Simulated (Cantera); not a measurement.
Feed: 1 mol Al2O3, 0.55 mol Cl2, 0.039 mol N2, equilibrated at 875 °C and 10000 Pa.

Equilibrium computed with Cantera from the NASA thermochemical tables; the gas is ideal and each condensed phase is pure. Candidate condensed phases: Al, AlCl3, AlN, Al2O3; 24 gas species. Rates play no part.

Base state: Cl2 0.925, N2 0.0659, Cl 0.00817, AlCl3 0.000547, O2 0.000408 (mole fractions); condensed: Al2O3(s).

Question: What changes in the equilibrium state with this change: temperature from 875 °C to 927 °C?

Answer: 
| species | before | after |
|---|---|---|
| Cl2 | 0.925 | 0.918 |
| N2 | 0.0659 | 0.0657 |
| Cl | 0.00817 | 0.0143 |
| AlCl3 | 0.000547 | 0.00103 |
| O2 | 0.000408 | 0.000768 |
| Al2O3(s), mol | 1.000 | 1.000 |

Question: What changes in the equilibrium state with this change: Al2O3 replaced by Fe?

Answer: 
```tsv
species	before	after
FeCl2	0	0.839
Fe2Cl4	0	0.0881
N2	0.0659	0.0721
Cl2	0.925	1.47e-9
AlCl3	0.000547	0
FeCl3	0	0.000515
O2	0.000408	0
Cl	0.00817	3.25e-7
Al2O3(s), mol	1.000	0
Fe(α), mol	0	0.450
```
Further candidate phases: Fe, FeCl2, FeCl3.

Question: What changes in the equilibrium state with this change: pressure from 10000 Pa to 48000 Pa?

Answer: 
```tsv
species	before	after
Cl2	0.925	0.929
N2	0.0659	0.0661
Cl	0.00817	0.00374
AlCl3	0.000547	0.000439
O2	0.000408	0.000328
Al2O3(s), mol	1.000	1.000
```
